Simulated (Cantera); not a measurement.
A perfectly stirred reactor is fed with C2H4 : O2 : N2 : CO2 = 1 : 3.16 : 11.9 : 1.2 (molar parts), equivalence ratio 0.95, at 100000 Pa; it is adiabatic with a 650 K inlet, and is followed from long to short residence time, starting on the burning branch (τ in s: 0.098, 0.039, 0.015, 0.0061, 0.0024, 0.00097, 0.00039, 0.00015, 6.1e-05, 2.4e-05).

Detailed kinetics in Cantera: GRI-Mech 3.0 (53 species, 325 reactions). GRI-Mech 3.0 was tuned for natural gas; its chemistry of ethylene as a main component is partial and can be far from experiment.

### Question
Predict: blow-out, bracketed by the residence times tried; x(C2H4) at τ = 98.0 ms; x(O2) at τ = 98.0 ms; x(CO2) at τ = 98.0 ms; x(N2O) at τ = 98.0 ms; x(H2O) at τ = 98.0 ms; x(C2H4) at τ = 0.970 ms; x(O2) at τ = 0.970 ms; x(CO2) at τ = 0.970 ms; x(N2O) at τ = 0.970 ms; x(H2O) at τ = 0.970 ms.

### Answer
```json
{
 "blow_out_bracketed_by_the_residence_times_tried": "burning at 61.0 µs, out at 24.0 µs",
 "x(C2H4) at τ = 98.0 ms": "8.85e-7",
 "x(O2) at τ = 98.0 ms": "0.0183",
 "x(CO2) at τ = 98.0 ms": "0.161",
 "x(N2O) at τ = 98.0 ms": "2.65e-7",
 "x(H2O) at τ = 98.0 ms": "0.109",
 "x(C2H4) at τ = 0.970 ms": "3.77e-5",
 "x(O2) at τ = 0.970 ms": "0.0321",
 "x(CO2) at τ = 0.970 ms": "0.133",
 "x(N2O) at τ = 0.970 ms": "1.67e-7",
 "x(H2O) at τ = 0.970 ms": "0.0981"
}
```
